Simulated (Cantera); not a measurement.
Cantera run:

```python
import numpy as np
import cantera as ct

gas_names = [...]  # 110 gases of nasa_gas.yaml made of C, H, O
cond_names = """
    C(gr) C6H6(L) C7H8(L) C8H18(L),n-octa H2O(s) H2O(L)
""".split()


# ... load() reads the species with a 1 bar reference pressure and builds the phases ...
atoms = {
    'CH3OH': {'C': 1, 'H': 4, 'O': 1},
    'CO2': {'C': 1, 'O': 2},
}
top_T = {'C(gr)': 4500}  # K; cautious upper limits of use, not melting points


# ... equilibrate(T, P, feed) seeds the gas with the atoms and calls Mixture.equilibrate('TP', solver="vcs", rtol=1e-11, max_steps=5000) ...
results = []
feed = {'CH3OH': 1, 'CO2': 0.24}  # mol
P = 2600  # Pa
for T in [2375, 2425, 2475, 2525, 2575, 2625, 2675, 2725, 2775, 2825, 2875]:
    mix = equilibrate(T, P, feed)
    results.append((T, P, feed, dict(zip(mix.species_names, mix.species_moles))))

top = {s: max(r[3][s] / sum(r[3][g] for g in gas_names) for r in results) for s in gas_names}
cols = sorted((s for s in top if top[s] > 1e-06), key=lambda s: -top[s])[:7]
seen = [c for c in cond_names if any(r[3].get(c, 0) > 1e-12 for r in results)]
print("log10 of partial pressures in bar; condensed amounts in mol")
print(f"{'T/K':>10s}" + "".join(f"{s[:9]:>10s}" for s in cols + seen))
for T, P, feed, n in results:
    ng = sum(n[g] for g in gas_names)
    print(f"{T:10.4g}" + "".join(f"{np.log10(max(n[s] / ng * P / 1e5, 1e-99)):10.3f}" for s in cols)
          + "".join(f"{n.get(c, 0):10.4g}" for c in seen))
```

Output:

```
log10 of partial pressures in bar; condensed amounts in mol
       T/K        H2        CO         H       H2O        OH         O       CO2
      2375    -1.883    -2.025    -2.792    -2.789    -4.448    -5.529    -3.697
      2425    -1.894    -2.029    -2.694    -2.796    -4.319    -5.295    -3.708
      2475    -1.907    -2.033    -2.601    -2.805    -4.196    -5.070    -3.719
      2525    -1.922    -2.038    -2.513    -2.817    -4.080    -4.855    -3.731
      2575    -1.940    -2.044    -2.431    -2.833    -3.970    -4.648    -3.743
      2625    -1.962    -2.051    -2.353    -2.853    -3.868    -4.450    -3.757
      2675    -1.987    -2.059    -2.280    -2.878    -3.774    -4.262    -3.774
      2725    -2.016    -2.068    -2.213    -2.911    -3.689    -4.083    -3.795
      2775    -2.049    -2.078    -2.150    -2.952    -3.614    -3.915    -3.821
      2825    -2.087    -2.089    -2.093    -3.004    -3.551    -3.760    -3.853
      2875    -2.130    -2.101    -2.040    -3.069    -3.502    -3.619    -3.894
```

Method: chemical equilibrium by Gibbs-energy minimisation in Cantera with the NASA 1993 tables (ideal gas, pure condensed phases).
